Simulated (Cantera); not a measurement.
Input (Python, Cantera) and output of one run.

```python
import numpy as np
import cantera as ct

gas_names = """
    C CH CH2 CH3 CH2OH CH3O CH4 CH3OH CO CO2 COOH C2 C2H CHCO,ketyl C2H2,acetylene C2H2,vinylidene
    CH2CO,ketene C2H3,vinyl CH3CO,acetyl C2H4 C2H4O,ethylen CH3CHO,ethanal CH3COOH (HCOOH)2 C2H5 C2H6
    CH3OCH3 C2H5OH C2O C3 C3H3,propargyl C3H4,allene C3H4,propyne C3H4,cyclo- C3H5,allyl C3H6,propylene
    C3H6,cyclo- C3H6O C3H7,n-propyl C3H7,i-propyl C3H8 C3H8O,1propanol C3H8O,2propanol C3O2 C4 C4H2
    C4H4,1,3-cyclo- C4H6,butadiene C4H6,2-butyne C4H6,cyclo- C4H8,1-butene C4H8,cis2-buten
    C4H8,tr2-butene C4H8,isobutene C4H8,cyclo- (CH3COOH)2 C4H9,n-butyl C4H9,i-butyl C4H9,s-butyl
    C4H9,t-butyl C4H10,isobutane C4H10,n-butane C5 C5H6,1,3cyclo- C5H8,cyclo- C5H10,1-pentene
    C5H10,cyclo- C5H11,pentyl C5H11,t-pentyl C5H12,n-pentane C5H12,i-pentane CH3C(CH3)2CH3 C6H2
    C6H5,phenyl C6H5O,phenoxy C6H6 C6H5OH,phenol C6H10,cyclo- C6H12,1-hexene C6H12,cyclo- C6H13,n-hexyl
    C7H7,benzyl C7H8 C7H8O,cresol C7H14,1-heptene C7H15,n-heptyl C7H16,n-heptane C8H8,styrene
    C8H10,ethylbenz C8H16,1-octene C8H17,n-octyl C8H18,isooctane C8H18,n-octane C9H19,n-nonyl
    C10H8,naphthale C10H21,n-decyl C12H9,o-bipheny C12H10,bipheny H HCO HO2 H2 HCHO,formaldehy HCOOH H2O
    H2O2 Mg MgH MgO MgOH MgO2H2 Mg2 O OH O2 O3
""".split()
cond_names = """
    C(gr) C6H6(L) C7H8(L) C8H18(L),n-octa H2O(s) H2O(L) Mg(cr) Mg(L) MgCO3(s) MgO(s) MgO(L) MgO2H2(s)
""".split()


def load(file, names, dense=False):
    # The tables refer to 1 bar. Condensed volumes are neglected.
    table = {s.name: s for s in ct.Species.list_from_file(file)}
    out = []
    for n in names:
        d = dict(table[n].input_data)
        d["thermo"] = dict(d["thermo"], **{"reference-pressure": 1e5})
        if dense:
            d["equation-of-state"] = {"model": "constant-volume", "density": "1e6 g/cm^3"}
        out.append(ct.Species.from_dict(d))
    return out


gas = ct.Solution(thermo="ideal-gas", species=load("nasa_gas.yaml", gas_names))
cond = {s.name: ct.Solution(thermo="fixed-stoichiometry", species=[s], name=s.name)
        for s in load("nasa_condensed.yaml", cond_names, dense=True)}
atoms = {
    'Mg(OH)2': {'Mg': 1, 'O': 2, 'H': 2},
    'H2O': {'H': 2, 'O': 1},
    'CO2': {'C': 1, 'O': 2},
}
top_T = {'C(gr)': 4500}  # K; cautious upper limits of use, not melting points


def equilibrate(T, P, feed):
    n = {}
    for name, mol in feed.items():
        for a, k in atoms[name].items():
            n[a] = n.get(a, 0.0) + k * mol
    gas.TPX = T, P, n
    mass = sum(n.values()) * gas.mean_molecular_weight
    gas.equilibrate("TP")
    valid = [c for c in cond.values() if c.min_temp <= T <= top_T.get(c.name, c.max_temp)]
    mix = ct.Mixture([(gas, mass / gas.mean_molecular_weight)] + [(c, 0.0) for c in valid])
    mix.T, mix.P = T, P
    mix.equilibrate("TP", solver="vcs", rtol=1e-11, max_steps=5000)
    return mix


results = []
T = 1450  # K
P = 680000  # Pa
for m in [0.25, 0.43, 0.71, 1.2, 2, 3.3, 5.6, 9.4]:
    feed = {'Mg(OH)2': 1, 'H2O': 0.6, 'CO2': m}  # mol
    mix = equilibrate(T, P, feed)
    results.append((T, P, feed, dict(zip(mix.species_names, mix.species_moles))))

top = {s: max(r[3][s] / sum(r[3][g] for g in gas_names) for r in results) for s in gas_names}
cols = sorted((s for s in top if top[s] > 1e-06), key=lambda s: -top[s])[:5]
seen = [c for c in cond_names if any(r[3].get(c, 0) > 1e-12 for r in results)]
print("log10 of partial pressures in bar; condensed amounts in mol")
print(f"{'n(CO2)':>10s}" + "".join(f"{s[:9]:>10s}" for s in cols + seen))
for T, P, feed, n in results:
    ng = sum(n[g] for g in gas_names)
    print(f"{feed['CO2']:10.4g}" + "".join(f"{np.log10(max(n[s] / ng * P / 1e5, 1e-99)):10.3f}" for s in cols)
          + "".join(f"{n.get(c, 0):10.4g}" for c in seen))
```

Result:

```
log10 of partial pressures in bar; condensed amounts in mol
    n(CO2)       H2O       CO2        CO        H2        O2    MgO(s)
      0.25     0.769    -0.037    -3.868    -3.438    -3.633         1
      0.43     0.729     0.158    -3.686    -3.491    -3.606         1
      0.71     0.673     0.320    -3.539    -3.562    -3.576         1
       1.2     0.589     0.464    -3.412    -3.663    -3.542         1
         2     0.480     0.577    -3.315    -3.789    -3.509         1
       3.3     0.346     0.661    -3.246    -3.936    -3.481         1
       5.6     0.179     0.723    -3.195    -4.115    -3.458         1
       9.4    -0.005     0.764    -3.162    -4.307    -3.442         1
```

These are equilibrium values from Cantera (NASA tables, ideal gas, pure condensed phases), not measurements of a reactor.
